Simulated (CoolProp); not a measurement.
Vapour-liquid equilibrium of n-hexane (1) + n-decane (2) at 287.7 K; x and y are mole fractions of (1).

Model: multi-fluid Helmholtz-energy mixture model, Thol 2019 and Lemmon 2006; pair parameters Kunz 2012, in CoolProp.

```
x     bubble pressure, mixture model (MPa)  bubble pressure, Raoult's law (MPa)  y, mixture model  y, Raoult's law
----  ------------------------------------  -----------------------------------  ----------------  ---------------
0.05                             0.0006860                            0.0007090             0.882            0.886
0.2                               0.002503                             0.002580             0.973            0.974
0.35                              0.004354                             0.004451             0.987            0.988
0.5                               0.006238                             0.006322             0.993            0.993
0.65                              0.008139                             0.008194             0.996            0.996
0.8                                0.01004                              0.01006             0.998            0.998
0.95                               0.01193                              0.01194             1.000            1.000
```

The largest gap from Raoult's law is -3.2 % in bubble pressure, at x = 0.05. No azeotrope shows between x = 0.05 and 0.95.

The pair parameters rest on a limited set of measurements; away from them the model extrapolates.
